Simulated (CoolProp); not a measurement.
The numbers come from the reference Helmholtz-energy equation of state, Lemmon 2006 in CoolProp. It is a short technical equation, of lower accuracy than the large ones.

For C3F8 (R218), give the phase and the cv (kJ/(kg K)), conductivity (mW/(m K)), Prandtl number at 440 K and 0.0943 MPa; 440 K and 0.66 MPa; 440 K and 1.04 MPa.


- 440 K and 0.0943 MPa: gas; cv 0.928, conductivity 24.8, Prandtl number 0.710
- 440 K and 0.66 MPa: gas; cv 0.931, conductivity 25.3, Prandtl number 0.716
- 440 K and 1.04 MPa: gas; cv 0.933, conductivity 25.6, Prandtl number 0.723

Viscosity comes from a separate model (Huber 2003), an estimate that may be off by 10 % or more. Thermal conductivity comes from a separate model (Huber 2003), an estimate that may be off by 10 % or more.
